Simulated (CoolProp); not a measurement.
Vapour-liquid equilibrium of hydrogen sulfide (1) + isobutane (2) at 0.132 MPa; x and y are mole fractions of (1).

Computed with CoolProp (multi-fluid Helmholtz-energy mixture model, Lemmon 2006 and Bücker 2006; pair parameters Kunz 2012).

Problem. Give the bubble temperature and the first vapour's composition at x = 0.05, 0.2, 0.5. Is there an azeotrope?

Solution. x = 0.05: -16.5 °C, y = 0.385; x = 0.2: -37.2 °C, y = 0.789; x = 0.5: -49.4 °C, y = 0.914. No azeotrope shows between x = 0.05 and 0.95.

The pair parameters rest on a limited set of measurements; away from them the model extrapolates.
